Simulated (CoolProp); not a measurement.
Chlorine along the isotherm 160.15 °C: density (kg/m³) from the reference equation and from simpler models built on Tc = 143.7 °C, pc = 76.42 bar, ω = 0.070; each cubic takes its own stable root.

Computed with CoolProp (reference Helmholtz-energy equation of state, Thol 2021).

```
p (bar)          phase  reference
-------  -------------  ---------
0.632              gas      1.247
1.02               gas      2.015
1.65               gas      3.267
2.67               gas      5.307
4.31               gas      8.621
6.96               gas      14.06
11.2               gas      23.02
18.2               gas      38.53
29.4               gas      65.58
47.4               gas      117.2
76.6     supercritical      251.0
124      supercritical      869.1
200      supercritical       1007
```

How far does each simpler model (van der Waals, Redlich-Kwong, Soave-Redlich-Kwong, Peng-Robinson) lie from the reference over these 13 states: mean and median of the absolute difference, and the worst?


- van der Waals: mean 4.2 %, median 0.2 %, worst -26.8 % at 160.15 °C and 124 bar
- Redlich-Kwong: mean 2.7 %, median 0.3 %, worst -16.7 % at 160.15 °C and 124 bar
- Soave-Redlich-Kwong: mean 2.7 %, median 0.3 %, worst -17.5 % at 160.15 °C and 124 bar
- Peng-Robinson: mean 2.3 %, median 0.9 %, worst -9.5 % at 160.15 °C and 124 bar
